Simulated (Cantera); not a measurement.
Cantera run, input and output.

```python
import numpy as np
import cantera as ct

surf = ct.Interface("diamond.yaml", "diamond_100")
gas, bulk = surf.adjacent["gas"], surf.adjacent["diamond"]
k = surf.kinetics_species_index(bulk.species_names[0])
cover = ["c6HH", "c6H*", "c6*H", "c6**", "c6HM", "c6B"]

rows, drift = [], 0.0
print(f"{'T':>10s}{'um/h':>11s}" + "".join(f"{s:>11s}" for s in cover))
for v in [950, 1025, 1100, 1175, 1250, 1325, 1400]:
    T, P, xH, xCH3 = v, 3000, 0.011, 5.2e-05
    gas.TPX = T, P, {"H": xH, "CH3": xCH3, "CH4": 0.002, "H2": 1 - xH - xCH3 - 0.002}
    surf.TP = bulk.TP = T, P
    surf.coverages = "c6H*:0.1, c6HH:0.9"
    surf.advance_coverages(100.0)
    before = surf.coverages
    surf.advance_coverages(100.0)
    drift = max(drift, np.max(np.abs(surf.coverages - before) / (surf.coverages + 1e-9)))
    rate = surf.net_production_rates[k] * bulk.mean_molecular_weight / bulk.density * 3.6e9
    rows.append([rate, *surf[cover].coverages])
    print(f"{v:10.4g}{rate:11.4e}" + "".join(f"{x:11.3e}" for x in rows[-1][1:]))
```

It prints:

```
         T       um/h       c6HH       c6H*       c6*H       c6**       c6HM        c6B
       950 6.4172e-01  6.408e-01  1.414e-02  3.342e-01  6.687e-03  3.159e-03  1.741e-09
      1025 8.7740e-01  5.727e-01  2.058e-02  3.921e-01  1.156e-02  2.208e-03  2.381e-09
      1100 9.7511e-01  5.107e-01  2.790e-02  4.410e-01  1.832e-02  1.356e-03  2.646e-09
      1175 7.5199e-01  4.559e-01  3.577e-02  4.804e-01  2.702e-02  5.884e-04  2.041e-09
      1250 4.6649e-01  4.080e-01  4.386e-02  5.103e-01  3.753e-02  1.764e-04  1.266e-09
      1325 3.6477e-01  3.668e-01  5.189e-02  5.315e-01  4.957e-02  4.578e-05  9.898e-10
      1400 3.5410e-01  3.319e-01  5.967e-02  5.456e-01  6.274e-02  1.164e-05  9.609e-10
```

Cantera simulation using the Harris–Goodwin 1993 mechanism for the reconstructed diamond (100) surface; the numbers are that mechanism's predictions, not measurements.
